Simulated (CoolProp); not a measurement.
100 sccm (0 °C, 1 atm) of nitrogen bubbles through liquid ethylbenzene at 292.5 K and leaves saturated at a total pressure of 0.01 MPa (ideal gas phase). Each further row changes one setting.

Model: reference Helmholtz-energy equation of state, Zhou 2012, in CoolProp.

```json
[
 {"case": "as stated", "vapour pressure (kPa)": "0.918", "mole fraction of vapour": "0.0918", "delivery (mg/min)": "47.9", "delivery (sccm)": "(withheld)", "change of delivery for a bath 1 K warmer (%)": "6.8"},
 {"case": "bath temperature 297.5 K", "vapour pressure (kPa)": "1.23", "mole fraction of vapour": "0.123", "delivery (mg/min)": "(withheld)", "delivery (sccm)": "(withheld)", "change of delivery for a bath 1 K warmer (%)": "6.8"},
 {"case": "total pressure 0.02 MPa", "vapour pressure (kPa)": "0.918", "mole fraction of vapour": "0.0459", "delivery (mg/min)": "22.8", "delivery (sccm)": "(withheld)", "change of delivery for a bath 1 K warmer (%)": "6.5"}
]
```

Question: Some entries are withheld; supply them.

Answer: 
- as stated, delivery (sccm): 10.1
- bath temperature 297.5 K, delivery (mg/min): 66.6
- bath temperature 297.5 K, delivery (sccm): 14.1
- total pressure 0.02 MPa, delivery (sccm): 4.81
